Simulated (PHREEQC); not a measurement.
A solution holds 0.0052 mol HCl, 0.005 mol CuSO4 and 0.15 mol KCl per kg of water, at 10 °C. Closed to the air; pH follows from the charge balance.

All values are PHREEQC results (ion-association model, phreeqc.dat), not measurements.

Each row changes one thing in this solution. No solid was allowed to form.

```json
[
 {"case": "as made", "pH": "2.41", "ionic strength (mol/kgw)": "0.171", "HSO4- (mol/kgw)": "0.000402", "CuSO4 (mol/kgw)": "0.000298", "CuCl+ (mol/kgw)": "0.000295", "CuCl2 (mol/kgw)": "1.07e-5"},
 {"case": "KCl left out", "pH": "(withheld)", "ionic strength (mol/kgw)": "0.0202", "HSO4- (mol/kgw)": "0.000668", "CuSO4 (mol/kgw)": "0.000901", "CuCl+ (mol/kgw)": "1.58e-5", "CuCl2 (mol/kgw)": "2.79e-8"},
 {"case": "0.014 mol/kgw NaBr added", "pH": "2.41", "ionic strength (mol/kgw)": "0.185", "HSO4- (mol/kgw)": "0.000390", "CuSO4 (mol/kgw)": "0.000283", "CuCl+ (mol/kgw)": "0.000290", "CuCl2 (mol/kgw)": "1.03e-5"},
 {"case": "temperature from 10 to 25 °C", "pH": "2.42", "ionic strength (mol/kgw)": "0.170", "HSO4- (mol/kgw)": "0.000489", "CuSO4 (mol/kgw)": "0.000278", "CuCl+ (mol/kgw)": "0.000585", "CuCl2 (mol/kgw)": "(withheld)"},
 {"case": "KCl from 0.15 to 0.015 mol/kgw", "pH": "2.40", "ionic strength (mol/kgw)": "0.0357", "HSO4- (mol/kgw)": "0.000612", "CuSO4 (mol/kgw)": "0.000734", "CuCl+ (mol/kgw)": "(withheld)", "CuCl2 (mol/kgw)": "3.56e-7"},
 {"case": "0.14 mol/kgw KNO3 added", "pH": "2.42", "ionic strength (mol/kgw)": "0.311", "HSO4- (mol/kgw)": "0.000311", "CuSO4 (mol/kgw)": "0.000191", "CuCl+ (mol/kgw)": "0.000257", "CuCl2 (mol/kgw)": "7.98e-6"},
 {"case": "HCl from 0.0052 to 0.00104 mol/kgw", "pH": "3.11", "ionic strength (mol/kgw)": "0.167", "HSO4- (mol/kgw)": "8.58e-5", "CuSO4 (mol/kgw)": "0.000321", "CuCl+ (mol/kgw)": "0.000288", "CuCl2 (mol/kgw)": "1.02e-5"}
]
```

### Question
What belongs in the gaps?

### Answer

- KCl left out, pH: 2.39
- temperature from 10 to 25 °C, CuCl2 (mol/kgw): 2.48e-5
- KCl from 0.15 to 0.015 mol/kgw, CuCl+ (mol/kgw): 5.59e-5

At this temperature some constants are extrapolated from 25 °C, and those without enthalpy data are left unchanged.
